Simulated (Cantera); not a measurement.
Source: NASA polynomial tables (part measured, part estimated), evaluated in Cantera. Values are per mole of reaction as written; species without (g) are pure solids or liquids, kept so even where they would boil at 1 bar. TaC: taken at fixed stoichiometry.

CO2(g) + 4 N2O(g) + TaO2(g) ⇌ TaC + 8 NO(g)

```json
[
 {"T (K)": "1275", "ΔH° (kJ)": "855.2", "ΔS° (J/K)": "363.9", "ΔG° (kJ)": "391.2", "log10 K": "-16.03"},
 {"T (K)": "1325", "ΔH° (kJ)": "?", "ΔS° (J/K)": "?", "ΔG° (kJ)": "?", "log10 K": "?"},
 {"T (K)": "1375", "ΔH° (kJ)": "854.2", "ΔS° (J/K)": "363.2", "ΔG° (kJ)": "354.9", "log10 K": "-13.48"},
 {"T (K)": "1425", "ΔH° (kJ)": "853.7", "ΔS° (J/K)": "362.8", "ΔG° (kJ)": "336.7", "log10 K": "-12.34"},
 {"T (K)": "1475", "ΔH° (kJ)": "853.2", "ΔS° (J/K)": "362.4", "ΔG° (kJ)": "318.6", "log10 K": "-11.28"},
 {"T (K)": "1525", "ΔH° (kJ)": "?", "ΔS° (J/K)": "?", "ΔG° (kJ)": "?", "log10 K": "?"},
 {"T (K)": "1575", "ΔH° (kJ)": "852.1", "ΔS° (J/K)": "361.8", "ΔG° (kJ)": "282.4", "log10 K": "-9.36"},
 {"T (K)": "1625", "ΔH° (kJ)": "?", "ΔS° (J/K)": "?", "ΔG° (kJ)": "?", "log10 K": "?"},
 {"T (K)": "1675", "ΔH° (kJ)": "851.1", "ΔS° (J/K)": "361.1", "ΔG° (kJ)": "246.2", "log10 K": "-7.68"},
 {"T (K)": "1725", "ΔH° (kJ)": "?", "ΔS° (J/K)": "?", "ΔG° (kJ)": "?", "log10 K": "?"}
]
```

Task: What belongs in the gaps?

Result: 
- 1325, ΔH° (kJ): 854.7
- 1325, ΔS° (J/K): 363.5
- 1325, ΔG° (kJ): 373.0
- 1325, log10 K: -14.71
- 1525, ΔH° (kJ): 852.7
- 1525, ΔS° (J/K): 362.1
- 1525, ΔG° (kJ): 300.5
- 1525, log10 K: -10.29
- 1625, ΔH° (kJ): 851.6
- 1625, ΔS° (J/K): 361.4
- 1625, ΔG° (kJ): 264.3
- 1625, log10 K: -8.50
- 1725, ΔH° (kJ): 850.6
- 1725, ΔS° (J/K): 360.8
- 1725, ΔG° (kJ): 228.2
- 1725, log10 K: -6.91
